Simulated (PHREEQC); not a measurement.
## Alkaline etch or developer: an equilibrium model

Solution (25 °C): 18 mmol/kgw CsOH and 0.032 mmol/kgw K2CO3. Closed to the air; pH follows from the charge balance.

All values are PHREEQC results (ion-association model, wateq4f.dat), not measurements.

No solid was allowed to form.

### Question
Predict the pH.

### Answer
pH 12.20.
